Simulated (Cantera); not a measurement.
An isothermal, constant-pressure homogeneous reactor starts with CO : O2 : H2O : N2 = 0.0055 : 0.073 : 0.001 : 0.19 (molar parts), equivalence ratio 0.038, at 1450 K and 12000 Pa.

Model: GRI-Mech 3.0 (53 species, 325 reactions), integrated in Cantera.

One state of this run: x CO = 4.11e-7; x O2 = 0.263; x H2O = 0.00374; x H = 6.77e-9; x HO2 = 1.85e-8; x OH = 2.09e-5. x: mole fraction; the columns are a selection and need not sum to one.

**Question.** Which value of t (s) does it belong to?
A) 0.137
B) 3.00e-5
C) 6.97e-5
D) 1.72

**Answer.** D, 1.72
